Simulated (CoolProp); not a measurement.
Model: reference Helmholtz-energy equation of state, Marx 1992, in CoolProp.

Task: For R113, give the phase and the cp (kJ/(kg K)) at 370.3 K and 0.435 MPa; 389 K and 0.0585 MPa.

Result: 
- 370.3 K and 0.435 MPa: liquid; cp 1.00
- 389 K and 0.0585 MPa: gas; cp 0.737
